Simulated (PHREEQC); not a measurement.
Solution (25 °C): 140 mmol/kgw H2SO4, 42 mmol/kgw KNO3 and 78 mmol/kgw CuSO4. Closed to the air; pH follows from the charge balance.

All values are PHREEQC results (ion-association model, phreeqc.dat), not measurements.

| quantity | before | after |
|---|---|---|
| pH | 0.98 | 1.02 |
| ionic strength (mol/kgw) | 0.373 | 0.443 |
| SO4-2 (mol/kgw) | 0.0445 | 0.0562 |
| K+ (mol/kgw) | 0.0393 | 0.0389 |

Problem. What was changed between the two runs?
A. KNO3 from 0.042 to 0.0042 mol/kgw
B. CuSO4 from 0.078 to 0.117 mol/kgw
C. diluted 2-fold with water
D. diluted 5-fold with water
E. diluted 100-fold with water

Solution. B, CuSO4 from 0.078 to 0.117 mol/kgw

No solid was allowed to form.
